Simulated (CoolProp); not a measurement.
Values from CoolProp's reference Helmholtz-energy equation of state, Wagner 2002.

Q: For water, give the phase and the cp (kJ/(kg K)), conductivity (mW/(m K)) at 50.75 °C and 12400 kPa; 50.75 °C and 33100 kPa.

A: 
- 50.75 °C and 12400 kPa: liquid; cp 4.15, conductivity 648
- 50.75 °C and 33100 kPa: liquid; cp 4.11, conductivity 658

Thermal conductivity comes from a separate model (Huber 2012).
